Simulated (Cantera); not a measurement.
A perfectly stirred reactor is fed with H2 : O2 : H2O = 0.37 : 1 : 0.0074 (molar parts), at 0.0132 atm; it is held at 1175 K, and followed from long to short residence time.

Model: GRI-Mech 3.0 (53 species, 325 reactions), integrated in Cantera. Radical loss at walls, strong at low pressure, is not modelled. The temperature is held fixed by assumption; the heat of reaction is taken as removed at once.

x: mole fraction; the columns are a selection and need not sum to one.

```
τ (s)       x H2   x O2   x H2O2   x H2O    x HO2
-------  -------  -----  -------  ------  -------
0.57     0.00141  0.679  5.30e-7   0.312        …
0.25     0.00236  0.676  5.98e-7   0.309        …
0.11     0.00390  0.672  6.42e-7   0.303  1.11e-5
0.046    0.00655  0.664  6.49e-7   0.293  1.20e-5
0.020     0.0104  0.652  6.14e-7   0.277  1.23e-5
0.0085    0.0160  0.635  5.50e-7   0.251  1.18e-5
0.0036    0.0238  0.620  5.00e-7   0.221  1.09e-5
0.0016    0.0355  0.614  4.97e-7   0.195  1.01e-5
0.00068   0.0586  0.621  5.33e-7   0.166  9.34e-6
0.00029    0.103  0.642  5.35e-7   0.126        …
0.00013    0.180  0.681  3.33e-7  0.0681        …
```

Some entries are withheld; supply them.


- 0.57, x HO2: 8.12e-6
- 0.25, x HO2: 9.73e-6
- 0.00029, x HO2: 8.20e-6
- 0.00013, x HO2: 6.24e-6
